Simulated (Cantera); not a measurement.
A perfectly stirred reactor is fed with CH₄ : N₂ = 0.25 : 7.3 (molar parts), at 0.450 bar; it is held at 1925 K, and followed from long to short residence time.

Model: GRI-Mech 3.0 (53 species, 325 reactions), integrated in Cantera. GRI-Mech 3.0 stops at C3 and has no aromatics, soot or wall deposition, so with more carbon than oxygen in the feed, carbon stays in small species such as C2H2 where larger ones or solid carbon would form.

One state of this run: x CH₄ = 0.00340; x H = 0.000225; x CH₃ = 0.000343; x HCN = 7.85e-5; x H₂ = 0.0426; x CH₂ = 1.94e-6. x: mole fraction; the columns are a selection and need not sum to one.

Question: Which value of τ (s) does it belong to?
A. 0.013
B. 0.29
C. 0.037
D. 0.83

Answer: C, 0.037
